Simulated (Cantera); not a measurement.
## Hydrocarbon pyrolysis for carbon deposition

An isothermal, constant-pressure homogeneous reactor starts with C2H6 : N2 = 1 : 21 (molar parts), at 1600 K and 12000 Pa.

Detailed kinetics in Cantera: GRI-Mech 3.0 (53 species, 325 reactions). GRI-Mech 3.0 stops at C3 and has no aromatics, soot or wall deposition, so with more carbon than oxygen in the feed, carbon stays in small species such as C2H2 where larger ones or solid carbon would form.

| t (s) | x C2H6 | x H | x HCN | x C2H2 | x CH3 |
|---|---|---|---|---|---|
| 6.00e-5 | 0.0414 | 0.000105 | 3.08e-8 | 5.06e-6 | 0.00385 |
| 0.000175 | 0.0284 | 0.000245 | 5.07e-7 | 0.000509 | 0.00644 |
| 0.000513 | 0.00701 | 0.000331 | 1.48e-6 | 0.00706 | 0.00390 |
| 0.00150 | 0.000322 | 0.000185 | 2.10e-6 | 0.0216 | 0.000938 |
| 0.00438 | 2.86e-5 | 6.97e-5 | 2.18e-6 | 0.0298 | 0.000297 |
| 0.0128 | 7.16e-6 | 3.62e-5 | 2.18e-6 | 0.0340 | 0.000143 |
| 0.0375 | 4.26e-6 | 2.95e-5 | 2.19e-6 | 0.0358 | 0.000110 |
| 0.110 | 3.67e-6 | 3.03e-5 | 2.21e-6 | 0.0364 | 0.000102 |
| 0.320 | 2.51e-6 | 3.24e-5 | 2.27e-6 | 0.0373 | 8.54e-5 |
| 0.936 | 1.06e-6 | 3.65e-5 | 2.41e-6 | 0.0390 | 5.63e-5 |
| 2.74 | 2.30e-7 | 4.13e-5 | 2.67e-6 | 0.0404 | 2.67e-5 |
| 8.00 | 3.17e-8 | 4.43e-5 | 3.01e-6 | 0.0412 | 9.94e-6 |
| 23.4 | 4.95e-9 | 4.53e-5 | 3.37e-6 | 0.0415 | 3.71e-6 |
| 68.4 | 2.07e-9 | 4.55e-5 | 3.88e-6 | 0.0415 | 2.12e-6 |
| 200 | 1.92e-9 | 4.55e-5 | 5.15e-6 | 0.0415 | 2.01e-6 |
x: mole fraction; the columns are a selection and need not sum to one.

Equilibrium at this temperature and pressure: C2H6 6.14e-10, H 4.56e-5, HCN 0.0568, C2H2 0.0132, CH3 1.13e-6 (gas phase only).
